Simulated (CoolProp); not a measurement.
Tetradecamethylhexasiloxane (MD4M) along the isobar 2.09 MPa: fugacity coefficient from the reference equation and from simpler models built on Tc = 380.0 °C, pc = 0.8286 MPa, ω = 0.800; each cubic takes its own stable root.

The numbers come from the reference Helmholtz-energy equation of state, Thol 2019 in CoolProp.

```tsv
T (°C)	phase	reference	Redlich-Kwong	Soave-Redlich-Kwong
113.05	liquid	0.0004436	?	?
134.35	liquid	0.001267	0.01808	?
155.75	liquid	?	0.02859	0.003376
177.15	liquid	0.006850	0.04266	0.007245
198.45	liquid	0.01343	0.06052	0.01410
219.85	liquid	0.02417	0.08250	0.02536
241.15	liquid	0.04022	?	?
262.55	liquid	0.06285	0.1383	0.06680
283.95	liquid	0.09285	0.1717	0.09963
```

Some entries are withheld; supply them.


- 113.05, Redlich-Kwong: 0.01070
- 113.05, Soave-Redlich-Kwong: 0.0005171
- 134.35, Soave-Redlich-Kwong: 0.001407
- 155.75, reference: 0.003136
- 241.15, Redlich-Kwong: 0.1084
- 241.15, Soave-Redlich-Kwong: 0.04241
